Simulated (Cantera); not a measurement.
A closed system holds: 1 mol BN, 1.6 mol F2, 6.1 mol N2, equilibrated at 0.990 bar.

Cantera equilibrium calculation (NASA polynomials, part measured and part estimated; ideal gas, pure solids and liquids). Candidate condensed phases: B, BN; 13 gas species. Equilibrium is a limit: real reactors are often held back by kinetics, nucleation or transport.

x: gas mole fraction; nothing condenses.

```
T (K)   x N2  x BF3         x F        x F2       x NF3    x NF2
-----  -----  -----  ----------  ----------  ----------  -------
900    0.856  0.130     0.00309     0.00883     0.00175  2.09e-7
925    0.856  0.130     0.00422     0.00914     0.00115  2.45e-7
950    0.855  0.130  (withheld)     0.00907  (withheld)  2.74e-7
975    0.854  0.129     0.00714     0.00870    0.000451  2.94e-7
1000   0.853  0.129     0.00887     0.00809    0.000271  3.04e-7
1025   0.853  0.129  (withheld)  (withheld)  (withheld)  3.04e-7
1050   0.852  0.129      0.0127     0.00643     9.18e-5  2.94e-7
1075   0.851  0.129      0.0146     0.00550     5.16e-5  2.76e-7
1100   0.850  0.129      0.0165     0.00460     2.84e-5  2.52e-7
1125   0.849  0.129      0.0182     0.00375     1.53e-5  2.23e-7
1150   0.849  0.129      0.0197     0.00299     8.11e-6  1.93e-7
```

**Question.** Some entries are withheld; supply them.

**Answer.** 
- 1025, x F: 0.0107
- 1025, x F2: 0.00731
- 1025, x NF3: 0.000160
- 950, x F: 0.00558
- 950, x NF3: 0.000731
